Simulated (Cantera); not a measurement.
## Aluminium nitride and oxide growth: AlBr3 + O2 + H2

Input: 1 mol AlBr3, a varied amount of O2, 20 mol H2, held at 1677 °C and 24.0 Pa.

These are equilibrium values from Cantera (NASA tables, ideal gas, pure condensed phases), not measurements of a reactor. Candidate condensed phases: Al, AlBr3, Al2O3, Br2, H2O; 25 gas species. Kinetics and transport are ignored.

From 0.99 mol O2 to 8.8 mol O2 the condensed part is Al2O3(s). The main Al-bearing gas is AlBr at 0.99 mol O2 and AlO2H at 8.8 mol O2.

| n(O2) (mol) | log p H2 | log p H2O | log p Br | log p H | log p HBr | log p OH | n Al2O3(s) |
|---|---|---|---|---|---|---|---|
| 0.99 | -3.73 | -5.30 | -4.67 | -4.80 | -5.02 | -7.42 | 0.497 |
| 1.2 | -3.73 | -5.04 | -4.67 | -4.81 | -5.03 | -7.15 | 0.499 |
| 1.5 | -3.75 | -4.81 | -4.67 | -4.82 | -5.03 | -6.92 | 0.499 |
| 1.9 | -3.77 | -4.63 | -4.66 | -4.82 | -5.04 | -6.73 | 0.500 |
| 2.4 | -3.79 | -4.47 | -4.66 | -4.84 | -5.05 | -6.56 | 0.500 |
| 2.9 | -3.82 | -4.36 | -4.65 | -4.85 | -5.06 | -6.43 | 0.500 |
| 3.7 | -3.87 | -4.22 | -4.65 | -4.88 | -5.07 | -6.27 | 0.500 |
| 4.6 | -3.93 | -4.10 | -4.64 | -4.91 | -5.10 | -6.12 | 0.500 |
| 5.7 | -4.02 | -4.00 | -4.63 | -4.95 | -5.13 | -5.97 | 0.500 |
| 7 | -4.15 | -3.90 | -4.61 | -5.02 | -5.18 | -5.80 | 0.500 |
| 8.8 | -4.43 | -3.79 | -4.59 | -5.16 | -5.29 | -5.56 | 0.500 |
log p: log10 of the partial pressure in bar; n: condensed amount in mol.
